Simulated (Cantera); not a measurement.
# Thermodynamics of silicon etching in halogen gases, feed Si + SF₆ + H₂ + F₂

A closed system holds: 1 mol Si, 2.1 mol SF₆, 0.32 mol H₂, 5 mol F₂, held at 53.0 mbar.

These are equilibrium values from Cantera (NASA tables, ideal gas, pure condensed phases), not measurements of a reactor. Candidate condensed phases: S, Si; 39 gas species. The tables' values for SF₅ are old estimates; treat these amounts as uncertain. Kinetics and transport are ignored.

From 798 K to 1448 K nothing is condensed. The main Si-bearing gas is SiF₄ throughout.

```
T (K)     x F     x F₂  x SF₆  x SiF₄    x HF     x SF₄     x SF₅     x SF₃
-----  ------  -------  -----  ------  ------  --------  --------  --------
798    0.0222    0.402  0.323   0.154  0.0986    <1e-12    <1e-12    <1e-12
848    0.0450    0.386  0.320   0.152  0.0974    <1e-12    <1e-12    <1e-12
898    0.0830    0.359  0.314   0.149  0.0956    <1e-12  1.87e-12    <1e-12
948     0.140    0.318  0.304   0.145  0.0927    <1e-12  1.75e-11    <1e-12
998     0.215    0.265  0.292   0.139  0.0890  2.81e-12  1.34e-10    <1e-12
1048    0.303    0.203  0.278   0.132  0.0846  4.77e-11  8.78e-10    <1e-12
1098    0.389    0.142  0.263   0.125  0.0803  6.99e-10   5.09e-9    <1e-12
1148    0.461   0.0905  0.252   0.120  0.0767   9.14e-9   2.69e-8    <1e-12
1198    0.513   0.0541  0.243   0.116  0.0741   1.07e-7   1.32e-7    <1e-12
1248    0.545   0.0314  0.238   0.113  0.0725   1.12e-6   5.92e-7  1.16e-11
1298    0.563   0.0181  0.235   0.112  0.0716   1.03e-5   2.44e-6  3.65e-10
1348    0.574   0.0106  0.233   0.111  0.0711   8.29e-5   9.21e-6   9.22e-9
1398    0.581  0.00638  0.231   0.110  0.0707  0.000579   3.18e-5   1.88e-7
1448    0.586  0.00396  0.226   0.110  0.0701   0.00349   9.93e-5   3.07e-6
```
x: gas mole fraction; nothing condenses.
